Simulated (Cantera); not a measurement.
An adiabatic, constant-pressure homogeneous reactor starts with 7.78 % CH3OH, 18.8 % O2, 70.8 % N2, 2.57 % CO2, equivalence ratio 0.62, at 1075 K and 10.0 bar.

Cantera simulation using GRI-Mech 3.0 (53 species, 325 reactions); the numbers are that mechanism's predictions, not measurements. GRI-Mech 3.0 was tuned for natural gas; its chemistry of methanol as a main component is partial and can be far from experiment.

### Question
Predict: time of steepest temperature rise; temperature at 3.00 s; equilibrium temperature; x(O2) at 3.00 s; x(NO) at 3.00 s; x(O) at 3.00 s; x(H2O2) at 3.00 s; x(CO2) at 3.00 s; x(N2O) at 3.00 s.

### Answer
```json
{
  "time_of_steepest_temperature_rise": "17.5 ms",
  "temperature at 3.00 s": "2298 K",
  "equilibrium_temperature": "2298 K",
  "x(O2) at 3.00 s": "0.0645 (gas-phase equilibrium 0.0645)",
  "x(NO) at 3.00 s": "0.00805 (gas-phase equilibrium 0.00805)",
  "x(O) at 3.00 s": "0.000396 (gas-phase equilibrium 0.000396)",
  "x(H2O2) at 3.00 s": "5.20e-7 (gas-phase equilibrium 5.20e-7)",
  "x(CO2) at 3.00 s": "0.0980 (gas-phase equilibrium 0.0980)",
  "x(N2O) at 3.00 s": "1.31e-6 (gas-phase equilibrium 1.31e-6)"
}
```
